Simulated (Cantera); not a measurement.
Charge: 1 mol PH3, 0.72 mol H2O, 0.42 mol O2, at 3273.15 K and 0.473 Torr.

These are equilibrium values from Cantera (NASA tables, ideal gas, pure condensed phases), not measurements of a reactor. Candidate condensed phases: H2O, P, P4O10; 17 gas species. Gases not in the tables: HPO2, HPO3 and P4O6. Kinetics and transport are ignored.

Base state: H 0.662, O 0.184, P 0.101, PO 0.0492, H2 0.00238, OH 0.00111, P2 0.000303, O2 0.000297 (mole fractions); condensed: gas only.

What changes in the equilibrium state with this change: PH3 replaced by HI?


```csv
species,before,after
H,0.662,0.486
O,0.184,0.310
I,0,0.201
P,0.101,0
PO,0.0492,0
P2,0.000303,0
PO2,0.000141,0
PH,2.41e-5,0
HI,0,1.42e-5
O2,0.000297,0.000847
```
Further candidate phases: I2.

What changes in the equilibrium state with this change: PH3 replaced by S?


| species | before | after |
|---|---|---|
| O | 0.184 | 0.383 |
| H | 0.662 | 0.361 |
| S | 0 | 0.245 |
| P | 0.101 | 0 |
| PO | 0.0492 | 0 |
| SO | 0 | 0.00669 |
| P2 | 0.000303 | 0 |
| PO2 | 0.000141 | 0 |
| S2 | 0 | 0.000137 |
| SH | 0 | 0.000123 |
Further candidate phases: H2SO4, S.

What changes in the equilibrium state with this change: PH3 replaced by SF6?


```json
[
 {"species": "F", "before": "0", "after": "0.586"},
 {"species": "O", "before": "0.184", "after": "0.160"},
 {"species": "H", "before": "0.662", "after": "0.113"},
 {"species": "S", "before": "0", "after": "0.103"},
 {"species": "P", "before": "0.101", "after": "0"},
 {"species": "PO", "before": "0.0492", "after": "0"},
 {"species": "HF", "before": "0", "after": "0.0367"},
 {"species": "SO", "before": "0", "after": "0.00117"},
 {"species": "P2", "before": "0.000303", "after": "0"},
 {"species": "PO2", "before": "0.000141", "after": "0"},
 {"species": "PH", "before": "2.41e-5", "after": "0"},
 {"species": "S2", "before": "0", "after": "2.39e-5"}
]
```
Further candidate phases: H2SO4, S.
